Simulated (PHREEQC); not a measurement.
Make-up at 25 °C: 0.81 mmol/kgw ZnSO4, 0.0028 mmol/kgw H3BO3 and 1.4 mmol/kgw NiCl2. It is in equilibrium with CO2 at log p = -1 (atm). Otherwise closed; pH follows from the charge balance.

The numbers come from PHREEQC with the ion-association model, wateq4f.dat.

No solid was allowed to form.

### Question
Predict the pH.

### Answer
pH 4.38.

### Question
In which forms is Zn present?

### Answer
Zn+2 92 %, ZnSO4 7.3 % of the Zn.

Species that the database lacks are ignored.
